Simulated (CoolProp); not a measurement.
Computed with CoolProp (reference Helmholtz-energy equation of state, Akasaka 2023).

Problem. For R1336mzz(E), give the phase and the Z, cp (kJ/(kg K)), speed of sound (m/s), isothermal compressibility (1/MPa) at 364.4 K and 4.48 MPa.

Solution. 
- 364.4 K and 4.48 MPa: liquid; Z 0.217, cp 1.33, speed of sound 331, isothermal compressibility 0.0119
